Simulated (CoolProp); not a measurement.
Vapour-liquid equilibrium of isopentane (1) + R365MFC (2) at 361.9 K; x and y are mole fractions of (1).

Model: multi-fluid Helmholtz-energy mixture model, Lemmon 2006 and Lemmon 2016; pair parameters Bell 2016, in CoolProp.

| x | bubble pressure (bar) | y at the bubble point | dew pressure at overall composition x (bar) | liquid density (mol/L) |
|---|---|---|---|---|
| 0.05 | 4.923 | 0.129 | 4.616 | 7.435 |
| 0.125 | 5.514 | 0.263 | 4.907 | 7.383 |
| 0.2 | 5.959 | 0.356 | 5.225 | 7.335 |
| 0.275 | 6.285 | 0.424 | 5.569 | 7.295 |
| 0.35 | 6.517 | 0.477 | 5.929 | 7.263 |
| 0.425 | 6.676 | 0.521 | 6.288 | 7.241 |
| 0.5 | 6.777 | 0.560 | 6.603 | 7.231 |
| 0.575 | 6.828 | 0.597 | 6.803 | 7.235 |
| 0.65 | 6.832 | 0.635 | 6.821 | 7.253 |
| 0.725 | 6.782 | 0.677 | 6.671 | 7.285 |
| 0.8 | 6.659 | 0.729 | 6.420 | 7.332 |
| 0.875 | 6.427 | 0.798 | 6.127 | 7.394 |
| 0.95 | 6.027 | 0.900 | 5.823 | 7.468 |

y crosses x between x = 0.575 and 0.65: the model has an azeotrope there.

The pair parameters rest on a limited set of measurements; away from them the model extrapolates.
